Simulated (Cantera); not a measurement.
Input (Python, Cantera) and output of one run.

```python
import numpy as np
import cantera as ct

gas_names = """
    Cr CrN CrO CrO2 CrO3 H HNO HNO2 HNO3 HO2 H2 H2O H2O2 N NH NH2 NH3 NH2OH NO NO2 NO3 N2 N2H2 N2H4 N2O
    O OH O2 O3
""".split()
cond_names = """
    Cr(cr) Cr(L) CrN(s) Cr2N(s) Cr2O3(s) Cr2O3(L) H2O(s) H2O(L)
""".split()


# ... load() reads the species with a 1 bar reference pressure and builds the phases ...
atoms = {
    'Cr2O3': {'Cr': 2, 'O': 3},
    'H2': {'H': 2},
    'N2': {'N': 2},
}
top_T = {'CrN(s)': 1900, 'Cr2N(s)': 1900}  # K; cautious upper limits of use, not melting points


# ... equilibrate(T, P, feed) seeds the gas with the atoms and calls Mixture.equilibrate('TP', solver="vcs", rtol=1e-11, max_steps=5000) ...
results = []
T = 1698  # K
P = 1333.22  # Pa
for m in [11, 13, 16, 20, 25, 31, 39, 48, 60, 75, 93, 110, 140]:
    feed = {'Cr2O3': 1, 'H2': m, 'N2': 51}  # mol
    mix = equilibrate(T, P, feed)
    results.append((T, P, feed, dict(zip(mix.species_names, mix.species_moles))))
    x = sorted(zip(gas.X, gas.species_names), reverse=True)
    print(f"T = {T:g} K  P = {P:g} Pa  n(H2) = {m:g} mol  gas = {mix.phase_moles(0):.4g} mol")
    print("   x: " + "  ".join(f"{s} {v:.3e}" for v, s in x if v > 0.0001))
    print("   condensed (mol): " + ("  ".join(f"{mix.phase(i).name} {mix.phase_moles(i):.4g}"
          for i in range(1, mix.n_phases) if mix.phase_moles(i) > 1e-12) or "none"))
```

Result:

```
T = 1698 K  P = 1333.22 Pa  n(H2) = 11 mol  gas = 62.06 mol
   x: N2 8.218e-01  H2 1.759e-01  H2O 1.115e-03  Cr 7.428e-04  H 5.252e-04
   condensed (mol): Cr2O3(s) 0.9769
T = 1698 K  P = 1333.22 Pa  n(H2) = 13 mol  gas = 64.07 mol
   x: N2 7.960e-01  H2 2.014e-01  H2O 1.210e-03  Cr 8.059e-04  H 5.620e-04
   condensed (mol): Cr2O3(s) 0.9741
T = 1698 K  P = 1333.22 Pa  n(H2) = 16 mol  gas = 67.08 mol
   x: N2 7.603e-01  H2 2.369e-01  H2O 1.333e-03  Cr 8.883e-04  H 6.095e-04
   condensed (mol): Cr2O3(s) 0.9701
T = 1698 K  P = 1333.22 Pa  n(H2) = 20 mol  gas = 71.09 mol
   x: N2 7.174e-01  H2 2.795e-01  H2O 1.472e-03  Cr 9.810e-04  H 6.621e-04
   condensed (mol): Cr2O3(s) 0.965
T = 1698 K  P = 1333.22 Pa  n(H2) = 25 mol  gas = 76.11 mol
   x: N2 6.701e-01  H2 3.265e-01  H2O 1.616e-03  Cr 1.077e-03  H 7.156e-04
   condensed (mol): Cr2O3(s) 0.9589
T = 1698 K  P = 1333.22 Pa  n(H2) = 31 mol  gas = 82.13 mol
   x: N2 6.210e-01  H2 3.753e-01  H2O 1.757e-03  Cr 1.171e-03  H 7.672e-04
   condensed (mol): Cr2O3(s) 0.9518
T = 1698 K  P = 1333.22 Pa  n(H2) = 39 mol  gas = 90.15 mol
   x: N2 5.657e-01  H2 4.303e-01  H2O 1.907e-03  Cr 1.271e-03  H 8.215e-04
   condensed (mol): Cr2O3(s) 0.9426
T = 1698 K  P = 1333.22 Pa  n(H2) = 48 mol  gas = 99.18 mol
   x: N2 5.142e-01  H2 4.815e-01  H2O 2.041e-03  Cr 1.360e-03  H 8.690e-04
   condensed (mol): Cr2O3(s) 0.9324
T = 1698 K  P = 1333.22 Pa  n(H2) = 60 mol  gas = 111.2 mol
   x: H2 5.369e-01  N2 4.586e-01  H2O 2.178e-03  Cr 1.451e-03  H 9.176e-04
   condensed (mol): Cr2O3(s) 0.9191
T = 1698 K  P = 1333.22 Pa  n(H2) = 75 mol  gas = 126.3 mol
   x: H2 5.912e-01  N2 4.040e-01  H2O 2.331e-03  Cr 1.516e-03  H 9.629e-04
   condensed (mol): Cr(cr) 0.004713  Cr2O3(s) 0.9018
T = 1698 K  P = 1333.22 Pa  n(H2) = 93 mol  gas = 144.3 mol
   x: H2 6.415e-01  N2 3.535e-01  H2O 2.529e-03  Cr 1.516e-03  H 1.003e-03
   condensed (mol): Cr(cr) 0.02445  Cr2O3(s) 0.8782
T = 1698 K  P = 1333.22 Pa  n(H2) = 110 mol  gas = 161.3 mol
   x: H2 6.786e-01  N2 3.161e-01  H2O 2.675e-03  Cr 1.516e-03  H 1.032e-03
   condensed (mol): Cr(cr) 0.04308  Cr2O3(s) 0.856
T = 1698 K  P = 1333.22 Pa  n(H2) = 140 mol  gas = 191.4 mol
   x: H2 7.281e-01  N2 2.665e-01  H2O 2.870e-03  Cr 1.516e-03  H 1.069e-03
   condensed (mol): Cr(cr) 0.07597  Cr2O3(s) 0.8167
```

Equilibrium computed with Cantera from the NASA thermochemical tables; the gas is ideal and each condensed phase is pure. Mutual solubility and eutectic melting of coexisting phases are not modelled.
